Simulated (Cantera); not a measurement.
Aluminium and copper etching: Cu + HF + H₂

Feed: 1 mol Cu, 13 mol HF, 0.62 mol H₂, held at 0.0720 bar.

Cantera equilibrium calculation (NASA polynomials, part measured and part estimated; ideal gas, pure solids and liquids). Candidate condensed phases: Cu, CuF₂; 15 gas species. Equilibrium is a limit: real reactors are often held back by kinetics, nucleation or transport.

| T (°C) | log p HF | log p H₂ | log p H₂F₂ | log p CuF | log p Cu | log p H | log p H₃F₃ | n Cu(s) | n Cu(l) |
|---|---|---|---|---|---|---|---|---|---|
| 150 | -1.16 | -2.48 | -4.63 | <-13 | <-13 | <-13 | -8.09 | 1.00 | 0 |
| 250 | -1.16 | -2.48 | -5.32 | <-13 | <-13 | <-13 | -9.55 | 1.00 | 0 |
| 350 | -1.16 | -2.48 | -5.80 | <-13 | <-13 | <-13 | -10.54 | 1.00 | 0 |
| 450 | -1.16 | -2.48 | -6.14 | <-13 | <-13 | <-13 | -11.24 | 1.00 | 0 |
| 550 | -1.16 | -2.48 | -6.40 | -12.09 | <-13 | -12.38 | -11.76 | 1.00 | 0 |
| 650 | -1.16 | -2.48 | -6.60 | -10.32 | -12.26 | -10.85 | -12.16 | 1.00 | 0 |
| 750 | -1.16 | -2.48 | -6.76 | -8.90 | -10.42 | -9.63 | -12.47 | 1.00 | 0 |
| 850 | -1.16 | -2.48 | -6.90 | -7.74 | -8.90 | -8.61 | -12.72 | 1.000 | 0 |
| 950 | -1.16 | -2.48 | -7.00 | -6.77 | -7.64 | -7.76 | -12.91 | 1.000 | 0 |
| 1050 | -1.16 | -2.48 | -7.09 | -5.95 | -6.57 | -7.04 | -13.08 | 1.000 | 0 |
| 1150 | -1.16 | -2.48 | -7.17 | -5.27 | -5.68 | -6.42 | <-13 | 0 | 0.999 |
| 1250 | -1.16 | -2.48 | -7.23 | -4.69 | -4.92 | -5.88 | <-13 | 0 | 0.994 |
log p: log10 of the partial pressure in bar; n: condensed amount in mol.

From 150 °C to 1050 °C the condensed part is Cu(s). From 1150 °C to 1250 °C the condensed part is Cu(l).
